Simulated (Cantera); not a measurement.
An isothermal, constant-pressure homogeneous reactor starts with CH₄ : CO₂ : H₂ = 1 : 0.79 : 0.31 (molar parts), at 1375 K and 1.01 bar.

Detailed kinetics in Cantera: GRI-Mech 3.0 (53 species, 325 reactions).

x: mole fraction; the columns are a selection and need not sum to one.

```
t (s)     x CH₄  x CO₂   x H₂     x C₂H        x CO     x O       x CH₃
--------  -----  -----  -----  --------  ----------  ------  ----------
2.00e-6   0.476  0.376  0.148    <1e-12    2.24e-10  <1e-12     6.16e-8
7.97e-6   0.476  0.376  0.148    <1e-12     1.42e-9  <1e-12     2.53e-7
3.17e-5   0.476  0.376  0.148    <1e-12  (withheld)  <1e-12  (withheld)
0.000126  0.476  0.376  0.148    <1e-12     1.74e-7  <1e-12     3.99e-6
0.000503  0.476  0.376  0.148    <1e-12     2.41e-6  <1e-12     1.35e-5
0.00200   0.476  0.376  0.148    <1e-12  (withheld)  <1e-12  (withheld)
0.00798   0.476  0.376  0.148    <1e-12    0.000111  <1e-12     2.52e-5
0.0318    0.475  0.376  0.148    <1e-12    0.000561  <1e-12     3.20e-5
0.127     0.471  0.373  0.149  1.19e-12     0.00264  <1e-12     3.43e-5
0.504     0.454  0.361  0.155  1.41e-11      0.0111  <1e-12     3.34e-5
2.01      0.394  0.313  0.176  7.18e-11      0.0444  <1e-12     3.02e-5
8.00      0.247  0.176  0.208  2.49e-10       0.147  <1e-12     2.35e-5
```

Complete the blanks.


- 3.17e-5, x CO: 1.34e-8
- 3.17e-5, x CH₃: 1.01e-6
- 0.00200, x CO: 2.10e-5
- 0.00200, x CH₃: 2.13e-5
